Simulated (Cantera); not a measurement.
A perfectly stirred reactor is fed with C3H8 : O2 : N2 : CO2 = 1 : 2.78 : 10.4 : 0.8 (molar parts), equivalence ratio 1.8, at 6.70 bar; it is adiabatic with a 450 K inlet, and is followed from long to short residence time, starting on the burning branch (τ in s: 0.027, 0.01, 0.0041, 0.0016, 0.00063, 0.00025, 9.6e-05, 3.8e-05, 1.5e-05).

Detailed kinetics in Cantera: GRI-Mech 3.0 (53 species, 325 reactions). GRI-Mech 3.0 was tuned for natural gas; its chemistry of propane as a main component is partial and can be far from experiment.

x: mole fraction; the columns are a selection and need not sum to one.

| τ (s) | T (K) | x C3H8 | x O2 | x OH | x CO2 | x CH2CO |
|---|---|---|---|---|---|---|
| 0.027 | 1821 | 4.88e-6 | 0.000907 | 1.19e-5 | 0.0714 | (withheld) |
| 0.010 | 1817 | 1.25e-5 | 0.00184 | 1.67e-5 | 0.0734 | (withheld) |
| 0.0041 | 1805 | 2.98e-5 | 0.00333 | 2.25e-5 | 0.0741 | (withheld) |
| 0.0016 | 1778 | 7.91e-5 | 0.00623 | 2.92e-5 | 0.0735 | (withheld) |
| 0.00063 | 1721 | 0.000246 | 0.0123 | 3.33e-5 | 0.0713 | (withheld) |
| 0.00025 | 450 | 0.0668 | 0.186 | <1e-12 | 0.0534 | <1e-12 |
| 9.6e-5 | 450 | 0.0668 | 0.186 | <1e-12 | 0.0534 | <1e-12 |
| 3.8e-5 | 450 | 0.0668 | 0.186 | <1e-12 | 0.0534 | <1e-12 |
| 1.5e-5 | 450 | 0.0668 | 0.186 | <1e-12 | 0.0534 | <1e-12 |

Problem. Complete the blanks.

Solution. 
- 0.027, x CH2CO: 5.23e-5
- 0.010, x CH2CO: 0.000106
- 0.0041, x CH2CO: 0.000194
- 0.0016, x CH2CO: 0.000362
- 0.00063, x CH2CO: 0.000734
